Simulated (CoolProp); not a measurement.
Vapour-liquid equilibrium of R22 (1) + R142b (2) at 8.45 kPa; x and y are mole fractions of (1).

Computed with CoolProp (multi-fluid Helmholtz-energy mixture model, Kamei 1995 and Lemmon 2006; pair parameters Bell 2016).

Problem. Give the bubble temperature and the first vapour's composition at x = 0.2, 0.35, 0.65. Is there an azeotrope?

Solution. x = 0.2: -66.5 °C, y = 0.567; x = 0.35: -70.9 °C, y = 0.745; x = 0.65: -77.4 °C, y = 0.920. No azeotrope shows between x = 0.05 and 0.95.

Pair parameters are fitted to limited data, so mixtures are less certain than the pure fluids.
